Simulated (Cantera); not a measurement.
What does this Cantera script print?

```python
import numpy as np
import cantera as ct

gas_names = [...]  # 95 gases of nasa_gas.yaml made of C, F, H
cond_names = """
    C(gr) C6H6(L) C7H8(L) C8H18(L),n-octa
""".split()


# ... load() reads the species with a 1 bar reference pressure and builds the phases ...
atoms = {
    'c-C4F8': {'C': 4, 'F': 8},
    'CH4': {'C': 1, 'H': 4},
    'H2': {'H': 2},
}
top_T = {'C(gr)': 4500}  # K; cautious upper limits of use, not melting points


# ... equilibrate(T, P, feed) seeds the gas with the atoms and calls Mixture.equilibrate('TP', solver="vcs", rtol=1e-11, max_steps=5000) ...
results = []
feed = {'c-C4F8': 1, 'CH4': 1.9, 'H2': 0.68}  # mol
T = 2350  # K
P = 16  # Pa
mix = equilibrate(T, P, feed)
results.append((T, P, feed, dict(zip(mix.species_names, mix.species_moles))))
x = sorted(zip(gas.X, gas.species_names), reverse=True)
print(f"T = {T:g} K  P = {P:g} Pa  gas = {mix.phase_moles(0):.4g} mol")
print("   x: " + "  ".join(f"{s} {v:.3e}" for v, s in x if v > 0.0001))
print("   condensed (mol): " + ("  ".join(f"{mix.phase(i).name} {mix.phase_moles(i):.4g}"
      for i in range(1, mix.n_phases) if mix.phase_moles(i) > 1e-12) or "none"))
```

Output:

```
T = 2350 K  P = 16 Pa  gas = 8.982 mol
   x: HF 8.785e-01  H 9.882e-02  F 1.192e-02  H2 1.005e-02  C3 2.581e-04  CF 2.378e-04  C 1.159e-04
   condensed (mol): C(gr) 5.888
```

Method: chemical equilibrium by Gibbs-energy minimisation in Cantera with the NASA 1993 tables (ideal gas, pure condensed phases). The feed counts by its element totals alone.
